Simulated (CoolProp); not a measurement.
Vapour pressure (bar) of ammonia: the reference equation beside estimates from Tc = 405.6 K, pc = 113.6 bar, ω = 0.256. Clausius-Clapeyron is anchored at 340.4 K with a constant enthalpy of vaporisation of 16.28 kJ/mol.

Values from CoolProp's reference Helmholtz-energy equation of state, Gao 2020.

```json
[
 {"T (K)": "317.1", "reference": "17.32", "Lee-Kesler": "17.49", "Clausius-Clapeyron": "20.37", "van der Waals": "39.15", "Soave-Redlich-Kwong": "17.54", "Peng-Robinson": "17.33"},
 {"T (K)": "328.7", "reference": "23.42", "Lee-Kesler": "23.64", "Clausius-Clapeyron": "25.33", "van der Waals": "46.25", "Soave-Redlich-Kwong": "23.78", "Peng-Robinson": "23.47"},
 {"T (K)": "340.4", "reference": "31.08", "Lee-Kesler": "31.33", "Clausius-Clapeyron": "31.08", "van der Waals": "54.19", "Soave-Redlich-Kwong": "31.61", "Peng-Robinson": "31.19"},
 {"T (K)": "352.1", "reference": "40.48", "Lee-Kesler": "40.73", "Clausius-Clapeyron": "?", "van der Waals": "?", "Soave-Redlich-Kwong": "41.19", "Peng-Robinson": "40.67"},
 {"T (K)": "363.8", "reference": "51.85", "Lee-Kesler": "52.07", "Clausius-Clapeyron": "45.00", "van der Waals": "72.49", "Soave-Redlich-Kwong": "52.75", "Peng-Robinson": "52.16"},
 {"T (K)": "375.5", "reference": "65.49", "Lee-Kesler": "65.66", "Clausius-Clapeyron": "53.21", "van der Waals": "82.89", "Soave-Redlich-Kwong": "66.52", "Peng-Robinson": "65.91"},
 {"T (K)": "387.2", "reference": "81.71", "Lee-Kesler": "81.85", "Clausius-Clapeyron": "?", "van der Waals": "94.16", "Soave-Redlich-Kwong": "82.72", "Peng-Robinson": "?"},
 {"T (K)": "398.9", "reference": "?", "Lee-Kesler": "101.1", "Clausius-Clapeyron": "72.26", "van der Waals": "106.3", "Soave-Redlich-Kwong": "101.6", "Peng-Robinson": "?"}
]
```

### Question
Complete the blanks.

### Answer

- 352.1, Clausius-Clapeyron: 37.63
- 352.1, van der Waals: 62.93
- 387.2, Clausius-Clapeyron: 62.30
- 387.2, Peng-Robinson: 82.20
- 398.9, reference: 101.0
- 398.9, Peng-Robinson: 101.3

Absolute difference from the reference over all 8 rows, mean and median: Lee-Kesler 0.5 and 0.5 %, Clausius-Clapeyron 14.6 and 15.4 %, van der Waals 55.0 and 47.6 %, Soave-Redlich-Kwong 1.4 and 1.6 %, Peng-Robinson 0.4 and 0.4 %.
